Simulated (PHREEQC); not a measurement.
Make-up at 25 °C: 1.4 mol/kgw NaCl, 0.064 mol/kgw KCl and 0.23 mol/kgw MgCl2. Closed to the air; pH follows from the charge balance.

Model: Pitzer model, pitzer.dat, run in PHREEQC.

| quantity | before | after |
|---|---|---|
| MgOH+ (mol/kgw) | 2.84e-7 | 8.70e-7 |
| SI of Halite (NaCl) | -1.48 | -0.95 |
| SI of Sylvite (KCl) | -2.24 | -1.83 |

Q: Which change was made?
(A) temperature from 25 to 40 °C
(B) MgCl2 from 0.23 to 1.15 mol/kgw
(C) temperature from 25 to 50 °C
(D) temperature from 25 to 80 °C

A: B, MgCl2 from 0.23 to 1.15 mol/kgw

Precipitation was switched off in this run.
